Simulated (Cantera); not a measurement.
A closed system holds: 1 mol TiO2, 2.4 mol CH4, 18 mol H2, held at 1598.15 K and 7.00 bar.

Equilibrium computed with Cantera from the NASA thermochemical tables; the gas is ideal and each condensed phase is pure. Candidate condensed phases: C, C6H6, C7H8, C8H18, H2O, Ti, TiC, TiO, TiO2, Ti2O3, Ti3O5, Ti4O7; 113 gas species. Mutual solubility and eutectic melting of coexisting phases are not modelled. TiC: taken at fixed stoichiometry. Equilibrium is a limit: real reactors are often held back by kinetics, nucleation or transport.

Task: What is the equilibrium state?

Result: 
| Quantity | Value |
|---|---|
| x(H2) | 0.930 |
| x(CO) | 0.0630 |
| x(CH4) | 0.00639 |
| x(H2O) | 0.000566 |
| x(H) | 1.94e-5 |
| x(CO2) | 1.28e-5 |
| x(C2H2 (acetylene)) | 1.03e-5 |
| x(C2H4) | 7.60e-6 |
| x(CH3) | 2.72e-6 |
| n(TiC(s)) | 0.722 mol |
| n(Ti3O5(s)) | 0.0927 mol |
| gas amount | 24.17 mol |
| log10 activity of C(graphite) (absent) | -0.19 |
| log10 activity of Ti4O7(s) (absent) | -0.40 |
| log10 activity of Ti(β) (absent) | -5.18 |
